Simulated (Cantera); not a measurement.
Charge: 1 mol HMDSO, 4 mol H2O, 13 mol H2, held at 948 K and 1.00 bar.

Method: chemical equilibrium by Gibbs-energy minimisation in Cantera with the NASA 1993 tables (ideal gas, pure condensed phases). Candidate condensed phases: C, C6H6, C7H8, C8H18, H2O, Si, SiC, SiO2; 123 gas species. The feed counts by its element totals alone. Kinetics and transport are ignored.

### Question
What is the equilibrium state?

### Answer
| Item | Value |
|---|---|
| x(H2) | 0.838 |
| x(CH4) | 0.121 |
| x(CO) | 0.0223 |
| x(H2O) | 0.0181 |
| x(CO2) | 0.000874 |
| x(C2H6) | 1.89e-6 |
| n(C(graphite)) | 2.59 mol |
| n(SiO2(β-quartz)) | 2.00 mol |
| gas amount | 23.69 mol |
| log10 activity of Si(s) (absent) | -15.87 |
